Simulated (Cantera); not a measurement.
A Cantera script and what it prints.

```python
import numpy as np
import cantera as ct

gas_names = [...]  # 96 gases of nasa_gas.yaml made of C, Cl, H, Ti
cond_names = """
    C(gr) C6H6(L) C7H8(L) C8H18(L),n-octa Ti(a) Ti(b) Ti(L) TiC(s) TiC(L) TiCL2(s) TiCL3(s) TiCL4(L)
""".split()


# ... load() reads the species with a 1 bar reference pressure and builds the phases ...
atoms = {
    'TiCl4': {'Ti': 1, 'CL': 4},
    'CH4': {'C': 1, 'H': 4},
}
top_T = {'C(gr)': 4500, 'TiCL2(s)': 1300, 'TiCL3(s)': 1000}  # K; cautious upper limits of use, not melting points


# ... equilibrate(T, P, feed) seeds the gas with the atoms and calls Mixture.equilibrate('TP', solver="vcs", rtol=1e-11, max_steps=5000) ...
results = []
feed = {'TiCl4': 1, 'CH4': 0.45}  # mol
T = 1950  # K
P = 100000  # Pa
mix = equilibrate(T, P, feed)
results.append((T, P, feed, dict(zip(mix.species_names, mix.species_moles))))
print(gas.report(threshold=0.001))
for i in range(1, mix.n_phases):
    print(f"{mix.phase(i).name:16s} {mix.phase_moles(i):12.5e} mol")
```

Result:

```
       temperature   1950 K
          pressure   1e+05 Pa
           density   0.48399 kg/m^3
  mean mol. weight   78.47 kg/kmol
   phase of matter   gas

                          1 kg             1 kmol
                     ---------------   ---------------
          enthalpy       -2.2627e+06       -1.7756e+08  J
   internal energy       -2.4693e+06       -1.9377e+08  J
           entropy            4317.2        3.3878e+05  J/K
    Gibbs function       -1.0681e+07       -8.3817e+08  J
 heat capacity c_p            711.15             55805  J/K
 heat capacity c_v             605.2             47490  J/K

                      mass frac. Y      mole frac. X     chem. pot. / RT
                     ---------------   ---------------   ---------------
                CL        0.00054368         0.0012035           -21.885
               HCL            0.2346           0.50494           -32.605
                H2         0.0033393           0.12998           -21.441
             TiCL2         0.0070172         0.0046363           -61.004
             TiCL3           0.49004           0.24935           -82.889
             TiCL4           0.26443            0.1094           -104.77
     [  +90 minor]        3.6569e-05        0.00049961

C(gr)             3.04129e-01 mol
Ti(L)             0.00000e+00 mol
TiC(s)            1.45511e-01 mol
TiCL4(L)          0.00000e+00 mol
```

Cantera equilibrium calculation (NASA polynomials, part measured and part estimated; ideal gas, pure solids and liquids). The tables' values for TiCl2 are old estimates; treat these amounts as uncertain. TiC: taken at fixed stoichiometry.
